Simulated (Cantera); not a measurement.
Input: 1 mol Si, 1.7 mol CO2, 0.75 mol CO, at 29.0 mbar.

These are equilibrium values from Cantera (NASA tables, ideal gas, pure condensed phases), not measurements of a reactor. Candidate condensed phases: C, Si, SiC, SiO2; 20 gas species. The tables hold silica as quartz up to 1696 K and as liquid above; real silica turns to tridymite and cristobalite and melts near 1996 K. Equilibrium is a limit: real reactors are often held back by kinetics, nucleation or transport.

Over these rows the condensed part is C(graphite) + SiO2(β-quartz). Partial pressures as log10 of bar:

```
T (K)  1000/T (1/K)  log p CO2  log p CO
-----  ------------  ---------  --------
975          1.0256      -3.12     -1.55
1075         0.9302      -3.95     -1.54
1175         0.8511      -4.64     -1.54
1275         0.7843      -5.23     -1.54
1375         0.7273          ?     -1.54
1475         0.6780      -6.16     -1.54
```

Question: Fit log p(CO2) = a + b·(1000/T) to the five rows, give the apparent enthalpy, and predict the row at 1375 K.

Answer: Means: 1000/T = 0.8538, log p = -4.620. Sxy = 0.622069, Sxx = 0.0710954, so b = 8.75 and a = -4.620 − (8.75)×0.8538 = -12.09.
Apparent enthalpy: −19.145 × (8.75) = -168 kJ/mol. With the condensed phases at unit activity, 2 CO(g) = CO2(g) + C(graphite) links this pressure to the main gases: over the six rows their terms move log p by +0.02 in all, so the slope is close to that reaction's ΔH°. The five rows lie within 0.01 of the line.
Prediction at 1375 K: -12.09 + (8.75)×0.7273 = -5.73. The computed value is -5.73, 0.00 from the line.
